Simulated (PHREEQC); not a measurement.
Synthetic water in mg/L, 25 °C, pH 6.67, pe 9: Na 0.0407; K 7.14e-05; Ca 0.0504; Mg 0.0102; Cl 0.096; S(6) as SO4 0.0748; Alkalinity as HCO3 0.0499; Ba 0.000284; Pb 0.000547; Sr 0.00136; Zn 5.77e-05.

Cl is adjusted to close the charge balance.
Valence states are taken as typed.

Model: ion-association model, wateq4f.dat, run in PHREEQC.

This is a speciation only: nothing precipitates in the calculation.

Problem. Order these Pb species by the share of Pb that they hold, largest first: PbCO3, Pb+2, PbOH+.

Solution. Pb+2 (91 %), PbOH+ (8.2 %), PbCO3 (0.34 %)

The ionic strength is 7.86e-6 mol/kgw. Species that the database lacks are ignored.
